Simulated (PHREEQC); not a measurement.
A solution holds 0.01 mol CuSO4, 0.0029 mol CaCl2 and 0.0029 mol NaHF2 per kg of water, at 25 °C. Closed to the air; pH follows from the charge balance.

All values are PHREEQC results (ion-association model, phreeqc.dat), not measurements.

This is a speciation only: nothing precipitates in the calculation.

Question: Order these F species by the share of F that they hold, largest first: CuF+, HF2-, F-, HF.

Answer: F- (59 %), HF (36 %), CuF+ (3.9 %), HF2- (0.95 %)

Question: Order these S species by the share of S that they hold, largest first: HSO4-, NaSO4-, CaSO4, CuSO4, SO4-2.

Answer: SO4-2 (66 %), CuSO4 (25 %), CaSO4 (6.5 %), HSO4- (1.9 %), NaSO4- (0.47 %)

The pH is 3.30 and the ionic strength 0.0388 mol/kgw. Examples of supersaturated solids here: Fluorite. Others may be too.
